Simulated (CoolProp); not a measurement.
Vapour-liquid equilibrium of C2F6 (R116) (1) + propane (2) at -57.65 °C; x and y are mole fractions of (1).

Values from CoolProp's multi-fluid Helmholtz-energy mixture model, Lemmon 2006 and Lemmon 2009; pair parameters Bell 2016.

| x | bubble pressure (MPa) | y at the bubble point | dew pressure at overall composition x (MPa) | liquid density (mol/L) |
|---|---|---|---|---|
| 0.05 | 0.1339 | 0.644 | 0.05082 | 13.39 |
| 0.2 | 0.2306 | 0.802 | 0.06032 | 12.86 |
| 0.35 | 0.2436 | 0.816 | 0.07414 | 12.38 |
| 0.5 | 0.2453 | 0.819 | 0.09608 | 11.94 |
| 0.65 | 0.2510 | 0.832 | 0.1361 | 11.56 |
| 0.8 | 0.2608 | 0.871 | 0.2284 | 11.25 |
| 0.95 | 0.2692 | 0.956 | 0.2690 | 11.01 |

No azeotrope shows between x = 0.05 and 0.95.

The pair parameters rest on a limited set of measurements; away from them the model extrapolates. With so large a gap from Raoult's law the liquid may split in two, which this calculation doesn't test in full.
